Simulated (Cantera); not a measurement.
A Cantera script and its output.

```python
import numpy as np
import cantera as ct

gas = ct.Solution("gri30.yaml")
gas.TPX = 2175, 100000, {'CH4': 1, 'CO2': 0.13, 'H2': 0.35}
reactor = ct.IdealGasConstPressureReactor(gas, energy="off", clone=False)
net = ct.ReactorNet([reactor])
net.rtol, net.atol = 1e-08, 1e-18
show = ['CH4', 'CO2', 'H2', 'H2O2', 'H', 'CH2', 'C2H']
times = np.geomspace(0.0004, 6, 12)

steps = ct.SolutionArray(gas, extra=["t"])
rows = []
print(f"{'t/s':>10s}{'T/K':>9s}{'P/Pa':>11s}" + "".join(f"{s:>11s}" for s in show))
for t in times:
    while net.time < t:
        t_next = net.step()
        steps.append(gas.state, t=t_next)
    rows.append([np.interp(t, steps.t, y) for y in (steps.T, steps.P, *steps(*show).X.T)])
    print(f"{t:10.3e}{rows[-1][0]:9.1f}{rows[-1][1]:11.4g}" + "".join(f"{x:11.3e}" for x in rows[-1][2:]))
rate = np.gradient(steps.T, steps.t)
print("integrator steps:", len(steps.t))
if steps.T.max() > steps.T[0] + 200:
    print(f"time of steepest temperature rise: {steps.t[rate.argmax()]:.4e} s")
gas.TPX = 2175, 100000, {'CH4': 1, 'CO2': 0.13, 'H2': 0.35}
gas.equilibrate("TP")
print(f"equilibrium (TP): T = {gas.T:.1f} K  " + "  ".join(f"{s} {gas[s].X[0]:.3e}" for s in show))
```

Result:

```
       t/s      T/K       P/Pa        CH4        CO2         H2       H2O2          H        CH2        C2H
 4.000e-04   2175.0      1e+05  2.298e-02  2.848e-03  6.800e-01  6.944e-12  3.813e-03  1.728e-05  3.371e-05
 9.587e-04   2175.0      1e+05  1.108e-02  6.625e-04  6.952e-01  4.794e-12  4.044e-03  1.075e-05  3.457e-05
 2.298e-03   2175.0      1e+05  7.281e-03  4.393e-04  7.092e-01  1.590e-12  4.129e-03  7.226e-06  3.306e-05
 5.508e-03   2175.0      1e+05  4.384e-03  1.499e-04  7.219e-01  1.409e-13  4.169e-03  4.112e-06  3.130e-05
 1.320e-02   2175.0      1e+05  1.999e-03  1.060e-05  7.280e-01  6.429e-16  4.193e-03  1.807e-06  3.070e-05
 3.164e-02   2175.0      1e+05  1.483e-03  3.047e-08  7.287e-01  5.451e-21  4.198e-03  1.341e-06  3.069e-05
 7.585e-02   2175.0      1e+05  1.481e-03  1.156e-08  7.288e-01  8.228e-22  4.198e-03  1.339e-06  3.069e-05
 1.818e-01   2175.0      1e+05  1.481e-03  1.156e-08  7.288e-01  8.228e-22  4.198e-03  1.339e-06  3.069e-05
 4.357e-01   2175.0      1e+05  1.481e-03  1.156e-08  7.288e-01  8.228e-22  4.198e-03  1.339e-06  3.069e-05
 1.044e+00   2175.0      1e+05  1.481e-03  1.156e-08  7.288e-01  8.228e-22  4.198e-03  1.339e-06  3.069e-05
 2.503e+00   2175.0      1e+05  1.481e-03  1.156e-08  7.288e-01  8.228e-22  4.198e-03  1.339e-06  3.069e-05
 6.000e+00   2175.0      1e+05  1.481e-03  1.156e-08  7.288e-01  8.228e-22  4.198e-03  1.339e-06  3.069e-05
integrator steps: 1561
equilibrium (TP): T = 2175.0 K  CH4 1.481e-03  CO2 1.159e-08  H2 7.288e-01  H2O2 8.268e-22  H 4.198e-03  CH2 1.339e-06  C2H 3.069e-05
```

Cantera simulation using GRI-Mech 3.0 (53 species, 325 reactions); the numbers are that mechanism's predictions, not measurements. GRI-Mech 3.0 stops at C3 and has no aromatics, soot or wall deposition, so with more carbon than oxygen in the feed, carbon stays in small species such as C2H2 where larger ones or solid carbon would form.
